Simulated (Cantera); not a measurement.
A Cantera script and what it prints.

```python
import numpy as np
import cantera as ct

gas_names = """
    CL CL2 H HCL H2 Si SiCL SiCL2 SiCL3 SiCL4 SiH SiHCL3 SiH2 SiH2CL2 SiH3 SiH3CL SiH4 Si2 Si3
""".split()
cond_names = """
    Si(cr) Si(L)
""".split()


# ... load() reads the species with a 1 bar reference pressure and builds the phases ...
atoms = {
    'Si2H6': {'Si': 2, 'H': 6},
    'Cl2': {'CL': 2},
    'H2': {'H': 2},
}
top_T = {}  # K; cautious upper limits of use, not melting points


# ... equilibrate(T, P, feed) seeds the gas with the atoms and calls Mixture.equilibrate('TP', solver="vcs", rtol=1e-11, max_steps=5000) ...
results = []
T = 1625  # K
P = 9300  # Pa
for m in [0.0081, 0.011, 0.016, 0.021, 0.03, 0.041, 0.057, 0.079, 0.11, 0.15, 0.21, 0.29, 0.4]:
    feed = {'Si2H6': 1, 'Cl2': m, 'H2': 19}  # mol
    mix = equilibrate(T, P, feed)
    results.append((T, P, feed, dict(zip(mix.species_names, mix.species_moles))))
    x = sorted(zip(gas.X, gas.species_names), reverse=True)
    print(f"T = {T:g} K  P = {P:g} Pa  n(Cl2) = {m:g} mol  gas = {mix.phase_moles(0):.4g} mol")
    print("   x: " + "  ".join(f"{s} {v:.3e}" for v, s in x if v > 0.0001))
    print("   condensed (mol): " + ("  ".join(f"{mix.phase(i).name} {mix.phase_moles(i):.4g}"
          for i in range(1, mix.n_phases) if mix.phase_moles(i) > 1e-12) or "none"))
```

Output:

```
T = 1625 K  P = 9300 Pa  n(Cl2) = 0.0081 mol  gas = 22.01 mol
   x: H2 9.990e-01  HCL 7.320e-04  H 2.312e-04
   condensed (mol): Si(cr) 2
T = 1625 K  P = 9300 Pa  n(Cl2) = 0.011 mol  gas = 22.01 mol
   x: H2 9.988e-01  HCL 9.921e-04  H 2.312e-04
   condensed (mol): Si(cr) 2
T = 1625 K  P = 9300 Pa  n(Cl2) = 0.016 mol  gas = 22.02 mol
   x: H2 9.983e-01  HCL 1.438e-03  H 2.312e-04
   condensed (mol): Si(cr) 2
T = 1625 K  P = 9300 Pa  n(Cl2) = 0.021 mol  gas = 22.02 mol
   x: H2 9.979e-01  HCL 1.881e-03  H 2.311e-04
   condensed (mol): Si(cr) 2
T = 1625 K  P = 9300 Pa  n(Cl2) = 0.03 mol  gas = 22.03 mol
   x: H2 9.971e-01  HCL 2.672e-03  H 2.310e-04
   condensed (mol): Si(cr) 1.999
T = 1625 K  P = 9300 Pa  n(Cl2) = 0.041 mol  gas = 22.04 mol
   x: H2 9.961e-01  HCL 3.626e-03  H 2.309e-04
   condensed (mol): Si(cr) 1.999
T = 1625 K  P = 9300 Pa  n(Cl2) = 0.057 mol  gas = 22.06 mol
   x: H2 9.947e-01  HCL 4.990e-03  H 2.307e-04
   condensed (mol): Si(cr) 1.998
T = 1625 K  P = 9300 Pa  n(Cl2) = 0.079 mol  gas = 22.08 mol
   x: H2 9.928e-01  HCL 6.823e-03  H 2.305e-04  SiCL2 1.642e-04
   condensed (mol): Si(cr) 1.996
T = 1625 K  P = 9300 Pa  n(Cl2) = 0.11 mol  gas = 22.11 mol
   x: H2 9.901e-01  HCL 9.326e-03  SiCL2 3.076e-04  H 2.302e-04
   condensed (mol): Si(cr) 1.993
T = 1625 K  P = 9300 Pa  n(Cl2) = 0.15 mol  gas = 22.15 mol
   x: H2 9.868e-01  HCL 1.243e-02  SiCL2 5.485e-04  H 2.298e-04
   condensed (mol): Si(cr) 1.988
T = 1625 K  P = 9300 Pa  n(Cl2) = 0.21 mol  gas = 22.21 mol
   x: H2 9.819e-01  HCL 1.685e-02  SiCL2 1.013e-03  H 2.292e-04
   condensed (mol): Si(cr) 1.977
T = 1625 K  P = 9300 Pa  n(Cl2) = 0.29 mol  gas = 22.29 mol
   x: H2 9.756e-01  HCL 2.236e-02  SiCL2 1.795e-03  H 2.285e-04
   condensed (mol): Si(cr) 1.959
T = 1625 K  P = 9300 Pa  n(Cl2) = 0.4 mol  gas = 22.4 mol
   x: H2 9.673e-01  HCL 2.934e-02  SiCL2 3.117e-03  H 2.275e-04
   condensed (mol): Si(cr) 1.929
```

These are equilibrium values from Cantera (NASA tables, ideal gas, pure condensed phases), not measurements of a reactor. The feed counts by its element totals alone. The tables' values for SiCl3 are old estimates; treat these amounts as uncertain.
